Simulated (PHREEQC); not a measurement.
Dissolve 0.046 mol/kgw NiSO4, 0.00027 mol/kgw CuCl2 and 0.00052 mol/kgw NaF at 25 °C. Closed to the air; pH follows from the charge balance.

Model: ion-association model, wateq4f.dat, run in PHREEQC.

This is a speciation only: nothing precipitates in the calculation.

Question: What pH, ionic strength does the model give?

Answer: pH 5.88; ionic strength 0.110 mol/kgw.

Question: In which forms is Ni present?

Answer: Ni+2 59 %, NiSO4 40 % of the Ni.

Examples of supersaturated solids here: Brochantite, Antlerite. Others may be too.
